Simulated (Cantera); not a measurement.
Input (Python, Cantera) and output of one run.

```python
import numpy as np
import cantera as ct

gas_names = """
    CL CL2 H HCL H2 Si SiCL SiCL2 SiCL3 SiCL4 SiH SiHCL3 SiH2 SiH2CL2 SiH3 SiH3CL SiH4 Si2 Si3
""".split()
cond_names = """
    Si(cr) Si(L)
""".split()


def load(file, names, dense=False):
    # The tables refer to 1 bar. Condensed volumes are neglected.
    table = {s.name: s for s in ct.Species.list_from_file(file)}
    out = []
    for n in names:
        d = dict(table[n].input_data)
        d["thermo"] = dict(d["thermo"], **{"reference-pressure": 1e5})
        if dense:
            d["equation-of-state"] = {"model": "constant-volume", "density": "1e6 g/cm^3"}
        out.append(ct.Species.from_dict(d))
    return out


gas = ct.Solution(thermo="ideal-gas", species=load("nasa_gas.yaml", gas_names))
cond = {s.name: ct.Solution(thermo="fixed-stoichiometry", species=[s], name=s.name)
        for s in load("nasa_condensed.yaml", cond_names, dense=True)}
atoms = {
    'Si': {'Si': 1},
    'Cl2': {'CL': 2},
    'H2': {'H': 2},
}
top_T = {}  # K; cautious upper limits of use, not melting points


def equilibrate(T, P, feed):
    n = {}
    for name, mol in feed.items():
        for a, k in atoms[name].items():
            n[a] = n.get(a, 0.0) + k * mol
    gas.TPX = T, P, n
    mass = sum(n.values()) * gas.mean_molecular_weight
    gas.equilibrate("TP")
    valid = [c for c in cond.values() if c.min_temp <= T <= top_T.get(c.name, c.max_temp)]
    mix = ct.Mixture([(gas, mass / gas.mean_molecular_weight)] + [(c, 0.0) for c in valid])
    mix.T, mix.P = T, P
    mix.equilibrate("TP", solver="vcs", rtol=1e-11, max_steps=5000)
    return mix


results = []
feed = {'Si': 1, 'Cl2': 0.79, 'H2': 9.7}  # mol
T = 998  # K
P = 400000  # Pa
mix = equilibrate(T, P, feed)
results.append((T, P, feed, dict(zip(mix.species_names, mix.species_moles))))
x = sorted(zip(gas.X, gas.species_names), reverse=True)
print(f"T = {T:g} K  P = {P:g} Pa  gas = {mix.phase_moles(0):.4g} mol")
print("   x: " + "  ".join(f"{s} {v:.3e}" for v, s in x if v > 0.0001))
print("   condensed (mol): " + ("  ".join(f"{mix.phase(i).name} {mix.phase_moles(i):.4g}"
      for i in range(1, mix.n_phases) if mix.phase_moles(i) > 1e-12) or "none"))
```

Output:

```
T = 998 K  P = 400000 Pa  gas = 10.04 mol
   x: H2 9.491e-01  SiHCL3 2.309e-02  SiCL4 1.898e-02  HCL 5.408e-03  SiH2CL2 3.024e-03  SiCL3 2.009e-04  SiH3CL 1.010e-04
   condensed (mol): Si(cr) 0.5439
```

These are equilibrium values from Cantera (NASA tables, ideal gas, pure condensed phases), not measurements of a reactor. The tables' values for SiCl3 are old estimates; treat these amounts as uncertain.
